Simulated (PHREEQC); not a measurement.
Solution (25 °C): 0.02 mol/kgw HCl, 0.14 mol/kgw FeSO4 and 0.0045 mol/kgw Fe2(SO4)3. Closed to the air; pH follows from the charge balance.

Equilibrium calculation in PHREEQC: ion-association model, phreeqc.dat.

Each row changes one thing in this solution. Precipitation was switched off in this run.

```
case                                                pH  ionic strength (mol/kgw)  Fe+2 (mol/kgw)  SO4-2 (mol/kgw)  FeSO4 (mol/kgw)  HSO4- (mol/kgw)  SI of Melanterite (FeSO4:7H2O)
------------------------------------------------  ----  ------------------------  --------------  ---------------  ---------------  ---------------  ------------------------------
as made                                           2.31                     0.315          0.0760           0.0684           0.0606           0.0109                           -1.24
HCl left out                                      3.32                     0.310          0.0734           0.0766           0.0663          0.00121                           -1.20
HCl from 0.02 to 0.022 mol/kgw                    2.27                     0.316          0.0763           0.0677           0.0600           0.0119                           -1.24
diluted 10-fold with water                        2.91                    0.0420         0.00983          0.00973          0.00411         0.000679                           -2.42
HCl from 0.02 to 0.1 mol/kgw                      1.50                     0.368          0.0845           0.0460           0.0402           0.0452                           -1.42
temperature from 25 to 45 °C                      2.41                     0.284          0.0690           0.0602           0.0677           0.0123                           -1.55
temperature from 25 to 55 °C                      2.46                     0.273          0.0661           0.0568           0.0705           0.0132                           -1.69
Fe2(SO4)3 replaced by MnSO4 at the same molality  2.31                     0.313          0.0760           0.0682           0.0606           0.0109                           -1.24
```

Some of these states are supersaturated (in Hematite (slow to form), Goethite (slow to form), Fe(OH)3(a), for instance). At this temperature some constants are extrapolated from 25 °C, and those without enthalpy data are left unchanged.
